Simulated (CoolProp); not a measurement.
Vapour-liquid equilibrium of dimethyl ether (1) + R236FA (2) at 195.6 K; x and y are mole fractions of (1).

The numbers come from the multi-fluid Helmholtz-energy mixture model, Wu 2011 and Pan 2012; pair parameters Bell 2016 in CoolProp.

```
x     bubble pressure, mixture model (kPa)  bubble pressure, Raoult's law (kPa)  y, mixture model  y, Raoult's law
----  ------------------------------------  -----------------------------------  ----------------  ---------------
0.05                                0.8885                                1.057             0.086            0.230
0.15                                0.9841                                1.458             0.275            0.501
0.25                                 1.139                                1.858             0.471            0.655
0.35                                 1.377                                2.259             0.647            0.754
0.45                                 1.719                                2.660             0.786            0.823
0.55                                 2.174                                3.061             0.880            0.874
0.65                                 2.735                                3.462             0.939            0.913
0.75                                 3.368                                3.863             0.972            0.945
0.85                                 4.017                                4.264             0.989            0.970
0.95                                 4.612                                4.665             0.998            0.991
```

The largest gap from Raoult's law is -39.0 % in bubble pressure, at x = 0.35. No azeotrope shows between x = 0.05 and 0.95.

Pair parameters are fitted to limited data, so mixtures are less certain than the pure fluids.
